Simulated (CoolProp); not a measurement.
A single-stage vapour-compression cycle with the fluid: evaporating at 272.15 K (dew point), condensing at 298.15 K (bubble point), superheat 0 K, subcooling 5 K, compressor efficiency 0.8, no pressure losses. The same conditions are run with several fluids, on thermodynamics alone (safety and materials aside).

Computed with CoolProp (reference Helmholtz-energy equation of state of each fluid (R152A: Outcalt 1996; cis-2-butene: Lemmon 2005; n-perfluorobutane: Gao 2022; CH3F (R41): Lemmon 2006; R404A: Lemmon 2003; isobutene: Lemmon 2005)). Blends and air are pseudo-pure fits.

Rank R152A, cis-2-butene, n-perfluorobutane, CH3F (R41), R404A, isobutene by cooling COP, highest first.

cis-2-butene (7.92), isobutene (7.85), R152A (7.79), n-perfluorobutane (7.32), R404A (7.21), CH3F (R41) (6.65)

```
fluid              pressure ratio  discharge temperature (K)  refrigerating effect (kJ/kg)  volumetric capacity (kJ/m³)
-----------------  --------------  -------------------------  ----------------------------  ---------------------------
R152A                        2.34                      312.8                           272                         2190
cis-2-butene                 2.53                      308.4                           373                          809
n-perfluorobutane            2.53                      298.2                          73.7                          861
CH3F (R41)                   1.93                      321.9                           279                        11500
R404A                        2.16                      304.9                           137                         4030
isobutene                    2.39                      303.7                           337                         1120
```

The compression ends wet for: n-perfluorobutane.
